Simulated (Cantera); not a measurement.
**Carbothermic reduction: Cu2O + CO + N2**

Input: 1 mol Cu2O, a varied amount of CO, 0.38 mol N2, held at 1675 K and 11.0 Pa.

These are equilibrium values from Cantera (NASA tables, ideal gas, pure condensed phases), not measurements of a reactor. Candidate condensed phases: C, Cu, CuO, Cu2O; 27 gas species. The numbers say what is thermodynamically allowed, not how fast it happens.

| n(CO) (mol) | x CO | x Cu | x CO2 | x N2 | x Cu2 | x O2 | x O | x NO |
|---|---|---|---|---|---|---|---|---|
| 1.4 | 0.106 | 0.529 | 0.264 | 0.101 | 0.000287 | 0.000147 | 3.95e-5 | 2.49e-5 |
| 1.8 | 0.192 | 0.478 | 0.239 | 0.0909 | 0.000235 | 3.70e-5 | 1.98e-5 | 1.19e-5 |
| 2.4 | 0.293 | 0.418 | 0.209 | 0.0795 | 0.000180 | 1.21e-5 | 1.13e-5 | 6.35e-6 |
| 3.2 | 0.394 | 0.358 | 0.179 | 0.0681 | 0.000132 | 4.91e-6 | 7.21e-6 | 3.74e-6 |
| 4.2 | 0.486 | 0.304 | 0.152 | 0.0578 | 9.50e-5 | 2.32e-6 | 4.96e-6 | 2.37e-6 |
| 5.5 | 0.571 | 0.254 | 0.127 | 0.0482 | 6.62e-5 | 1.17e-6 | 3.53e-6 | 1.54e-6 |
| 7.2 | 0.647 | 0.209 | 0.104 | 0.0397 | 4.48e-5 | 6.18e-7 | 2.56e-6 | 1.01e-6 |
| 9.5 | 0.716 | 0.168 | 0.0842 | 0.0320 | 2.91e-5 | 3.29e-7 | 1.87e-6 | 6.64e-7 |
| 13 | 0.780 | 0.130 | 0.0650 | 0.0247 | 1.74e-5 | 1.65e-7 | 1.32e-6 | 4.13e-7 |
| 17 | 0.826 | 0.103 | 0.0516 | 0.0196 | 1.10e-5 | 9.28e-8 | 9.92e-7 | 2.76e-7 |
x: gas mole fraction; nothing condenses.

From 1.4 mol CO to 17 mol CO nothing is condensed. The main Cu-bearing gas is Cu throughout.
